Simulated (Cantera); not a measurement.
Input: 1 mol SiH2Cl2, 0.02 mol Cl2, 340 mol H2, at 850 K and 1.00 Torr.

These are equilibrium values from Cantera (NASA tables, ideal gas, pure condensed phases), not measurements of a reactor. Candidate condensed phases: Si; 19 gas species. Kinetics and transport are ignored.

Base state: H2 0.996, HCl 0.00360, SiCl4 0.000427, SiHCl3 0.000196, SiCl2 1.55e-5 (mole fractions); condensed: Si(s).

### Question
What changes in the equilibrium state with this change: temperature from 850 K to 1723 K?

### Answer
| species | before | after |
|---|---|---|
| H2 | 0.996 | 0.988 |
| HCl | 0.00360 | 0.00568 |
| H | <1e-9 | 0.00497 |
| Si | <1e-9 | 0.000738 |
| SiCl4 | 0.000427 | <1e-9 |
| SiHCl3 | 0.000196 | <1e-9 |
| SiH | <1e-9 | 3.85e-5 |
| Cl | <1e-9 | 2.21e-5 |
| Si(s), mol | 0.776 | 0 |
| Si(l), mol | 0 | 0.679 |
The tables' values for SiCl are old estimates; treat these amounts as uncertain. Gases not in the tables: Si2H6 and higher silanes.

### Question
What changes in the equilibrium state with this change: temperature from 850 K to 1225 K?

### Answer
| species | before | after |
|---|---|---|
| H2 | 0.996 | 0.994 |
| HCl | 0.00360 | 0.00580 |
| SiCl2 | 1.55e-5 | 8.25e-5 |
| SiCl4 | 0.000427 | 1.44e-8 |
| SiHCl3 | 0.000196 | 7.72e-8 |
| Si(s), mol | 0.776 | 0.972 |
